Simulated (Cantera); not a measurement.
A closed system holds: 1 mol SiCl₄, 0.8 mol Cl₂, 3.4 mol H₂, 4.9 mol HCl, held at 1100 K and 1.00 bar.

Cantera equilibrium calculation (NASA polynomials, part measured and part estimated; ideal gas, pure solids and liquids). Candidate condensed phases: Si; 19 gas species. The tables' values for SiCl₃ are old estimates; treat these amounts as uncertain. The numbers say what is thermodynamically allowed, not how fast it happens.

Base state: HCl 0.644, H₂ 0.257, SiCl₄ 0.0984, SiHCl₃ 0.000578, SiCl₃ 6.38e-5 (mole fractions); condensed: gas only.

**Question.** What changes in the equilibrium state with this change: HCl from 4.9 to 0.85 mol?

**Answer.** 
| species | before | after |
|---|---|---|
| H₂ | 0.257 | 0.427 |
| HCl | 0.644 | 0.408 |
| SiCl₄ | 0.0984 | 0.163 |
| SiHCl₃ | 0.000578 | 0.00251 |
| SiCl₃ | 6.38e-5 | 0.000215 |

**Question.** What changes in the equilibrium state with this change: HCl from 4.9 to 1.6 mol?

**Answer.** 
```tsv
species	before	after
HCl	0.644	0.472
H₂	0.257	0.381
SiCl₄	0.0984	0.145
SiHCl₃	0.000578	0.00172
SiCl₃	6.38e-5	0.000156
```

**Question.** What changes in the equilibrium state with this change: HCl from 4.9 to 0.77 mol?

**Answer.** 
```json
[
 {"species": "H₂", "before": "0.257", "after": "0.433"},
 {"species": "HCl", "before": "0.644", "after": "0.400"},
 {"species": "SiCl₄", "before": "0.0984", "after": "0.165"},
 {"species": "SiHCl₃", "before": "0.000578", "after": "0.00263"},
 {"species": "SiCl₃", "before": "6.38e-5", "after": "0.000223"}
]
```
